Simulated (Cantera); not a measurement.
A perfectly stirred reactor is fed with C2H4 : O2 : N2 : H2O = 1 : 1.88 : 7.05 : 0.82 (molar parts), equivalence ratio 1.6, at 100000 Pa; it is adiabatic with a 475 K inlet, and is followed from long to short residence time, starting on the burning branch (τ in s: 0.27, 0.1, 0.039, 0.015, 0.0056, 0.0021, 0.0008, 0.0003, 0.00011, 4.3e-05, 1.6e-05, 6.2e-06).

Cantera simulation using GRI-Mech 3.0 (53 species, 325 reactions); the numbers are that mechanism's predictions, not measurements. GRI-Mech 3.0 was tuned for natural gas; its chemistry of ethylene as a main component is partial and can be far from experiment.

**Question.** What does this change do: O2 1.88 to 1.4 parts?

**Answer.** 
| quantity | before | after |
|---|---|---|
| blow-out, bracketed by the residence times tried | burning at 0.110 ms, out at 43.0 µs | burning at 0.800 ms, out at 0.300 ms |
| x(C2H4) at τ = 0.270 s | 1.56e-6 | 0.000194 |
| x(O2) at τ = 0.270 s | 2.95e-5 | 0.000475 |
| x(H2O) at τ = 0.270 s | 0.164 | 0.135 |
| x(NO) at τ = 0.270 s | 0.000141 | 7.26e-7 |
| x(OH) at τ = 0.270 s | 0.000500 | 8.47e-6 |
| x(C2H4) at τ = 0.800 ms | 0.000131 | 0.00947 |
| x(O2) at τ = 0.800 ms | 0.00172 | 0.0186 |
| x(H2O) at τ = 0.800 ms | 0.162 | 0.143 |
| x(NO) at τ = 0.800 ms | 0.000214 | 2.41e-7 |
| x(OH) at τ = 0.800 ms | 0.00222 | 6.57e-5 |

**Question.** What does this change do: pressure from 100000 Pa to 550000 Pa?

**Answer.** 
```csv
quantity,before,after
"blow-out, bracketed by the residence times tried","burning at 0.110 ms, out at 43.0 µs","burning at 43.0 µs, out at 16.0 µs"
x(C2H4) at τ = 0.270 s,1.56e-6,1.04e-6
x(O2) at τ = 0.270 s,2.95e-5,1.26e-5
x(H2O) at τ = 0.270 s,0.164,0.165
x(NO) at τ = 0.270 s,0.000141,4.30e-5
x(OH) at τ = 0.270 s,0.000500,0.000153
x(C2H4) at τ = 0.800 ms,0.000131,0.000132
x(O2) at τ = 0.800 ms,0.00172,0.00138
x(H2O) at τ = 0.800 ms,0.162,0.170
x(NO) at τ = 0.800 ms,0.000214,0.000134
x(OH) at τ = 0.800 ms,0.00222,0.000509
```
